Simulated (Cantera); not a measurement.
Charge: 1 mol TiO2, 4.9 mol CH4, 0.019 mol CO, at 2123.15 K and 2.90 bar.

These are equilibrium values from Cantera (NASA tables, ideal gas, pure condensed phases), not measurements of a reactor. Candidate condensed phases: C, C6H6, C7H8, C8H18, H2O, Ti, TiC, TiO, TiO2, Ti2O3, Ti3O5, Ti4O7; 113 gas species. TiC: taken at fixed stoichiometry. The numbers say what is thermodynamically allowed, not how fast it happens.

Base state: H2 0.825, CO 0.171, H 0.00192, C2H2 (acetylene) 0.00137, CH4 0.000617, H2O 3.02e-5, CH3 2.78e-5, C2H4 1.15e-5 (mole fractions); condensed: C(graphite) + TiC(s).

Question: What changes in the equilibrium state with this change: temperature from 2123.15 K to 1523 K?

Answer: 
| species | before | after |
|---|---|---|
| H2 | 0.825 | 0.874 |
| CO | 0.171 | 0.120 |
| CH4 | 0.000617 | 0.00511 |
| H | 0.00192 | 1.27e-5 |
| C2H2 (acetylene) | 0.00137 | 1.03e-5 |
| CH3 | 2.78e-5 | 1.50e-6 |
| CO2 | 1.25e-6 | 2.27e-5 |
| C(graphite), mol | 1.86 | 2.94 |
| TiC(s), mol | 1.00 | 0.589 |
| Ti3O5(s), mol | 0 | 0.137 |
Mutual solubility and eutectic melting of coexisting phases are not modelled.
